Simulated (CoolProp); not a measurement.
Vapour-liquid equilibrium of benzene (1) + dimethyl carbonate (2) at 381.6 K; x and y are mole fractions of (1).

Values from CoolProp's multi-fluid Helmholtz-energy mixture model, Thol 2012 and Zhou 2011; pair parameters Bell 2016.

Task: Give the bubble pressure and the first vapour's composition at x = 0.35, 0.65, 0.75. Is there an azeotrope?

Result: x = 0.35: 0.2077 MPa, y = 0.426; x = 0.65: 0.2218 MPa, y = 0.684; x = 0.75: 0.2243 MPa, y = 0.767. y crosses x between x = 0.85 and 0.95: the model has an azeotrope there.

Pair parameters are fitted to limited data, so mixtures are less certain than the pure fluids.
